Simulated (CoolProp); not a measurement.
Properties of benzene along the isobar 0.101 MPa.

The numbers come from the reference Helmholtz-energy equation of state, Thol 2012 in CoolProp.

```csv
T (K),phase,density (kg/m³),conductivity (mW/(m K))
319.8,liquid,850.3,134
324.5,liquid,845.2,132
329.3,liquid,840.0,131
334,liquid,834.8,?
338.8,liquid,829.5,?
343.5,liquid,824.3,127
348.2,liquid,819.1,125
357.7,gas,2.742,15.8
362.5,gas,2.701,16.2
367.2,gas,2.663,16.7
372,gas,2.625,?
376.7,gas,?,17.6
```

### Question
Some entries are withheld; supply them.

### Answer

- 334, conductivity (mW/(m K)): 129
- 338.8, conductivity (mW/(m K)): 128
- 372, conductivity (mW/(m K)): 17.1
- 376.7, density (kg/m³): 2.589

Thermal conductivity comes from a separate model (Assael 2012).
